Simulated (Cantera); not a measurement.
A closed system holds: 1 mol FeS2, 1.3 mol H2S, 1.3 mol H2O, at 40.0 mbar.

Cantera equilibrium calculation (NASA polynomials, part measured and part estimated; ideal gas, pure solids and liquids). Candidate condensed phases: Fe, FeO, Fe(OH)2, Fe(OH)3, FeS, FeSO4, FeS2, Fe2O3, Fe2(SO4)3, Fe3O4, H2O, H2SO4, S; 22 gas species. FeS: taken at fixed stoichiometry. Gases not in the tables: S3 to S7. The numbers say what is thermodynamically allowed, not how fast it happens.

### Question
At 1000 K, list the 4 most abundant gas species with their mole fractions, and the condensed phases.

### Answer
H2O 0.407, H2S 0.384, S2 0.171, H2 0.0342. Condensed: FeS(s).
